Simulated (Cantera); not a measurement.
**Thermodynamics of titanium nitride, carbide and oxide coatings, feed Ti + C₃H₈**

A closed system holds: 1 mol Ti, 0.062 mol C₃H₈, held at 13.3 mbar.

Method: chemical equilibrium by Gibbs-energy minimisation in Cantera with the NASA 1993 tables (ideal gas, pure condensed phases). Candidate condensed phases: C, C₆H₆, C₇H₈, C₈H₁₈, Ti, TiC; 77 gas species. Mutual solubility and eutectic melting of coexisting phases are not modelled. TiC: taken at fixed stoichiometry. Condensed phases not in the tables: N, O or C dissolved in the metal. The numbers say what is thermodynamically allowed, not how fast it happens.

From 1475 K to 1925 K the condensed part is Ti(β) + TiC(s). From 1975 K to 2075 K the condensed part is Ti(l) + TiC(s). The main Ti-bearing gas is Ti throughout.

```json
[
 {"T (K)": "1475", "log p H₂": "-1.88", "log p H": "-5.82", "log p Ti": "-9.24", "n Ti(β)": "0.814", "n TiC(s)": "0.186", "n Ti(l)": "0"},
 {"T (K)": "1525", "log p H₂": "-1.88", "log p H": "-5.56", "log p Ti": "-8.71", "n Ti(β)": "0.814", "n TiC(s)": "0.186", "n Ti(l)": "0"},
 {"T (K)": "1575", "log p H₂": "-1.88", "log p H": "-5.32", "log p Ti": "-8.21", "n Ti(β)": "0.814", "n TiC(s)": "0.186", "n Ti(l)": "0"},
 {"T (K)": "1625", "log p H₂": "-1.88", "log p H": "-5.09", "log p Ti": "-7.74", "n Ti(β)": "0.814", "n TiC(s)": "0.186", "n Ti(l)": "0"},
 {"T (K)": "1675", "log p H₂": "-1.88", "log p H": "-4.87", "log p Ti": "-7.30", "n Ti(β)": "0.814", "n TiC(s)": "0.186", "n Ti(l)": "0"},
 {"T (K)": "1725", "log p H₂": "-1.88", "log p H": "-4.67", "log p Ti": "-6.89", "n Ti(β)": "0.814", "n TiC(s)": "0.186", "n Ti(l)": "0"},
 {"T (K)": "1775", "log p H₂": "-1.88", "log p H": "-4.48", "log p Ti": "-6.50", "n Ti(β)": "0.814", "n TiC(s)": "0.186", "n Ti(l)": "0"},
 {"T (K)": "1825", "log p H₂": "-1.88", "log p H": "-4.29", "log p Ti": "-6.13", "n Ti(β)": "0.814", "n TiC(s)": "0.186", "n Ti(l)": "0"},
 {"T (K)": "1875", "log p H₂": "-1.88", "log p H": "-4.12", "log p Ti": "-5.78", "n Ti(β)": "0.814", "n TiC(s)": "0.186", "n Ti(l)": "0"},
 {"T (K)": "1925", "log p H₂": "-1.88", "log p H": "-3.96", "log p Ti": "-5.45", "n Ti(β)": "0.814", "n TiC(s)": "0.186", "n Ti(l)": "0"},
 {"T (K)": "1975", "log p H₂": "-1.88", "log p H": "-3.80", "log p Ti": "-5.15", "n Ti(β)": "0", "n TiC(s)": "0.186", "n Ti(l)": "0.814"},
 {"T (K)": "2025", "log p H₂": "-1.88", "log p H": "-3.66", "log p Ti": "-4.86", "n Ti(β)": "0", "n TiC(s)": "0.186", "n Ti(l)": "0.814"},
 {"T (K)": "2075", "log p H₂": "-1.89", "log p H": "-3.52", "log p Ti": "-4.59", "n Ti(β)": "0", "n TiC(s)": "0.186", "n Ti(l)": "0.814"}
]
```
log p: log10 of the partial pressure in bar; n: condensed amount in mol.
